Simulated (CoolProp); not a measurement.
A single-stage vapour-compression cycle with R410A: evaporating at 219.15 K (dew point), condensing at 253.15 K (bubble point), superheat 10 K, subcooling 2 K, compressor efficiency 0.8, no pressure losses. Each further row changes one setting.

Model: reference Helmholtz-energy equation of state, Lemmon 2003, in CoolProp. It is a pseudo-pure fit of the blend.

```json
[
 {"case": "as stated", "cooling COP": "4.44", "pressure ratio": "4.53", "discharge temperature (K)": "303.5", "refrigerating effect (kJ/kg)": "238", "volumetric capacity (kJ/m³)": "830"},
 {"case": "evaporating temperature 224.15 K", "cooling COP": "5.44", "pressure ratio": "3.51", "discharge temperature (K)": "296.1", "refrigerating effect (kJ/kg)": "241", "volumetric capacity (kJ/m³)": "1070"},
 {"case": "condensing temperature 248.15 K", "cooling COP": "5.31", "pressure ratio": "(withheld)", "discharge temperature (K)": "(withheld)", "refrigerating effect (kJ/kg)": "245", "volumetric capacity (kJ/m³)": "855"},
 {"case": "subcooling 7 K", "cooling COP": "(withheld)", "pressure ratio": "4.53", "discharge temperature (K)": "303.5", "refrigerating effect (kJ/kg)": "245", "volumetric capacity (kJ/m³)": "855"},
 {"case": "superheat 20 K", "cooling COP": "4.37", "pressure ratio": "4.53", "discharge temperature (K)": "315.2", "refrigerating effect (kJ/kg)": "(withheld)", "volumetric capacity (kJ/m³)": "(withheld)"},
 {"case": "compressor efficiency 0.7", "cooling COP": "(withheld)", "pressure ratio": "4.53", "discharge temperature (K)": "(withheld)", "refrigerating effect (kJ/kg)": "238", "volumetric capacity (kJ/m³)": "830"}
]
```

Fill in the missing entries.


- condensing temperature 248.15 K, pressure ratio: 3.74
- condensing temperature 248.15 K, discharge temperature (K): 293.5
- subcooling 7 K, cooling COP: 4.57
- superheat 20 K, refrigerating effect (kJ/kg): 246
- superheat 20 K, volumetric capacity (kJ/m³): 816
- compressor efficiency 0.7, cooling COP: 3.89
- compressor efficiency 0.7, discharge temperature (K): 312.2
